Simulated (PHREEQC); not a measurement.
Make-up at 20 °C: 1.3 mol/kgw MgCl2, 0.86 mol/kgw FeCl2 and 0.17 mol/kgw Na2SO4. It is in equilibrium with CO2 at log p = -3.4 (atm). Otherwise closed; pH follows from the charge balance.

All values are PHREEQC results (Pitzer model, pitzer.dat), not measurements.

### Question
The ionic strength comes out as 6.99 mol/kgw. What activity coefficients do HCO3-, Cl-, Fe+2, Na+, SO4-2 get?

### Answer
HCO3- 0.16, Cl- 0.63, Fe+2 2.6, Na+ 1.8, SO4-2 0.0054. Single-ion values are on the MacInnes scale.

Precipitation was switched off in this run. In brines, pH and single-ion activities rest on the MacInnes convention.
